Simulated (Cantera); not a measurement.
## Adiabatic ignition

An adiabatic, constant-pressure homogeneous reactor starts with 1.94 % CH₄, 15.9 % O₂, 59.7 % N₂, 22.5 % H₂O, at 1723 K and 7500 Torr.

Computed with Cantera and GRI-Mech 3.0 (53 species, 325 reactions).

| t (s) | T (K) | x CH₄ | x O₂ | x H₂O | x N₂O | x H₂ | x NO₂ | x C₂H₄ |
|---|---|---|---|---|---|---|---|---|
| 1.00e-6 | 1723 | 0.0193 | 0.159 | 0.225 | 6.25e-11 | 1.29e-6 | <1e-12 | 1.50e-9 |
| 3.28e-6 | 1723 | 0.0193 | 0.159 | 0.225 | 3.82e-10 | 6.68e-6 | <1e-12 | 1.54e-7 |
| 1.07e-5 | 1724 | 0.0186 | 0.158 | 0.226 | 3.83e-9 | 9.25e-5 | <1e-12 | 1.88e-5 |
| 3.51e-5 | 2056 | 1.57e-11 | 0.121 | 0.260 | 1.54e-6 | 0.000583 | 5.37e-9 | <1e-12 |
| 0.000115 | 2097 | <1e-12 | 0.119 | 0.262 | 9.97e-7 | 0.000141 | 9.92e-9 | <1e-12 |
| 0.000377 | 2097 | <1e-12 | 0.119 | 0.262 | 9.73e-7 | 0.000140 | 2.75e-8 | <1e-12 |
| 0.00124 | 2097 | <1e-12 | 0.119 | 0.262 | 9.73e-7 | 0.000140 | 8.49e-8 | <1e-12 |
| 0.00405 | 2096 | <1e-12 | 0.119 | 0.262 | 9.73e-7 | 0.000140 | 2.73e-7 | <1e-12 |
| 0.0133 | 2096 | <1e-12 | 0.119 | 0.262 | 9.72e-7 | 0.000140 | 8.82e-7 | <1e-12 |
| 0.0434 | 2095 | <1e-12 | 0.119 | 0.262 | 9.68e-7 | 0.000139 | 2.81e-6 | <1e-12 |
| 0.142 | 2092 | <1e-12 | 0.118 | 0.262 | 9.60e-7 | 0.000136 | 8.32e-6 | <1e-12 |
| 0.466 | 2086 | <1e-12 | 0.117 | 0.262 | 9.51e-7 | 0.000132 | 1.80e-5 | <1e-12 |
| 1.53 | 2084 | <1e-12 | 0.116 | 0.263 | 9.49e-7 | 0.000130 | 2.19e-5 | <1e-12 |
| 5.00 | 2084 | <1e-12 | 0.116 | 0.263 | 9.49e-7 | 0.000130 | 2.19e-5 | <1e-12 |
x: mole fraction; the columns are a selection and need not sum to one.

The time of steepest temperature rise comes out as 25.7 µs and the temperature at 5.00 s is 2084 K. The equilibrium temperature is 2084 K and the x(CH₄) at 5.00 s is <1e-12 (gas-phase equilibrium <1e-12). The x(O₂) at 5.00 s is 0.116 (gas-phase equilibrium 0.116) and the x(H₂O) at 5.00 s comes out as 0.263 (gas-phase equilibrium 0.263).
